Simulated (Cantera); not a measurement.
Charge: 1 mol B2O3, 4 mol O2, a varied amount of H2, held at 550 °C and 82.5 Torr.

Equilibrium computed with Cantera from the NASA thermochemical tables; the gas is ideal and each condensed phase is pure. Candidate condensed phases: B, B2O3, B3O3H3, H2O; 23 gas species. Gases not in the tables: H3BO3. Rates play no part.

x: gas mole fraction; n: condensed amount in mol.

```json
[
 {"n(H2) (mol)": "1.2", "x H2O": "0.256", "x O2": "0.740", "x H2": "<1e-12", "x (HBO2)3": "0.00340", "n B2O3(l)": "0.977"},
 {"n(H2) (mol)": "1.8", "x H2O": "0.360", "x O2": "0.634", "x H2": "<1e-12", "x (HBO2)3": "0.00567", "n B2O3(l)": "0.958"},
 {"n(H2) (mol)": "2.7", "x H2O": "0.493", "x O2": "0.498", "x H2": "<1e-12", "x (HBO2)3": "0.00910", "n B2O3(l)": "0.927"},
 {"n(H2) (mol)": "4", "x H2O": "0.651", "x O2": "0.336", "x H2": "<1e-12", "x (HBO2)3": "0.0138", "n B2O3(l)": "0.877"},
 {"n(H2) (mol)": "6", "x H2O": "0.836", "x O2": "0.144", "x H2": "<1e-12", "x (HBO2)3": "0.0201", "n B2O3(l)": "0.792"},
 {"n(H2) (mol)": "8.9", "x H2O": "0.876", "x O2": "<1e-12", "x H2": "0.102", "x (HBO2)3": "0.0215", "n B2O3(l)": "0.716"},
 {"n(H2) (mol)": "13", "x H2O": "___", "x O2": "<1e-12", "x H2": "___", "x (HBO2)3": "___", "n B2O3(l)": "0.763"},
 {"n(H2) (mol)": "20", "x H2O": "___", "x O2": "<1e-12", "x H2": "___", "x (HBO2)3": "___", "n B2O3(l)": "0.808"},
 {"n(H2) (mol)": "30", "x H2O": "0.262", "x O2": "<1e-12", "x H2": "0.735", "x (HBO2)3": "0.00352", "n B2O3(l)": "0.842"}
]
```

### Question
What belongs in the gaps?

### Answer

- 13, x H2O: 0.601
- 13, x H2: 0.387
- 13, x (HBO2)3: 0.0122
- 20, x H2O: 0.392
- 20, x H2: 0.602
- 20, x (HBO2)3: 0.00643
